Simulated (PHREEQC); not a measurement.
1 kg of water holding 0.13 mol/kgw LiCl and 0.036 mol/kgw NaCl is evaporated at 25 °C; the solids stay in contact with the brine. No CO2 enters from the air. Only these solids could form: Halite.

The series has 22 steps of water left (kg), from 1 to 0.01627.

The numbers come from PHREEQC with the Pitzer model, pitzer.dat.

Task: Which solids form, in which order, and at which step of the series does each first stand?

Result: Halite from water left = 0.01979 kg.
